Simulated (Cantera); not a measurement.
An adiabatic, constant-pressure homogeneous reactor starts with 8.55 % CH4, 19.2 % O2, 72.2 % N2, at 1475 K and 5.00 bar.

Cantera simulation using GRI-Mech 3.0 (53 species, 325 reactions); the numbers are that mechanism's predictions, not measurements.

**Question.** Predict: time of steepest temperature rise; temperature at 1.00 s; equilibrium temperature; x(O2) at 1.00 s; x(CO) at 1.00 s; x(NO2) at 1.00 s.

**Answer.** time of steepest temperature rise: 0.412 ms
temperature at 1.00 s: 2790 K
equilibrium temperature: 2790 K
x(O2) at 1.00 s: 0.0261 (gas-phase equilibrium 0.0261)
x(CO) at 1.00 s: 0.0240 (gas-phase equilibrium 0.0240)
x(NO2) at 1.00 s: 6.46e-6 (gas-phase equilibrium 6.46e-6)
